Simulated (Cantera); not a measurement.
An isothermal, constant-pressure homogeneous reactor starts with H2 : O2 : N2 = 0.024 : 1 : 0.18 (molar parts), at 1473 K and 25.5 Torr.

Model: GRI-Mech 3.0 (53 species, 325 reactions), integrated in Cantera. Radical loss at walls, strong at low pressure, is not modelled.

x: mole fraction; the columns are a selection and need not sum to one.

```
t (s)         x H2   x O2      x OH    x H2O2       x O     x NO2  x HO2
--------  --------  -----  --------  --------  --------  --------  -----
2.00e-5     0.0199  0.831   3.42e-8  1.49e-11   3.52e-8    <1e-12    ___
0.000112    0.0199  0.831   6.06e-7  4.10e-10   6.71e-7    <1e-12    ___
0.000632    0.0143  0.826   0.00262   3.28e-8   0.00343    <1e-12    ___
0.00356   0.000161  0.813   0.00286   3.57e-8    0.0155  2.02e-12    ___
0.0200    0.000116  0.818   0.00244   3.17e-8    0.0109  1.23e-11    ___
0.112      3.23e-5  0.826   0.00129   1.80e-8   0.00291  4.50e-11    ___
0.632      2.58e-6  0.828  0.000366   4.04e-9  0.000227  1.20e-10    ___
3.56       2.32e-7  0.829  0.000110  7.44e-10   2.03e-5  4.67e-10    ___
20.0       1.58e-7  0.829   9.09e-5  5.98e-10   1.39e-5  6.78e-10    ___
```

What belongs in the gaps?


- 2.00e-5, x HO2: 5.16e-8
- 0.000112, x HO2: 2.90e-7
- 0.000632, x HO2: 1.89e-6
- 0.00356, x HO2: 1.51e-6
- 0.0200, x HO2: 1.29e-6
- 0.112, x HO2: 6.19e-7
- 0.632, x HO2: 1.15e-7
- 3.56, x HO2: 7.66e-8
- 20.0, x HO2: 8.59e-8
